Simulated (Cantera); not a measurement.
Charge: 1 mol H2S, 0.33 mol H2, held at 1950 °C and 200 Pa.

These are equilibrium values from Cantera (NASA tables, ideal gas, pure condensed phases), not measurements of a reactor. Candidate condensed phases: S; 7 gas species. Equilibrium is a limit: real reactors are often held back by kinetics, nucleation or transport.

Base state: H2 0.574, S2 0.170, S 0.109, H 0.109, SH 0.0348, H2S 0.00362 (mole fractions); condensed: gas only.

What changes in the equilibrium state with this change: pressure from 200 Pa to 58.0 Pa?


| species | before | after |
|---|---|---|
| H2 | 0.574 | 0.489 |
| H | 0.109 | 0.186 |
| S | 0.109 | 0.173 |
| S2 | 0.170 | 0.123 |
| SH | 0.0348 | 0.0274 |
| H2S | 0.00362 | 0.00141 |
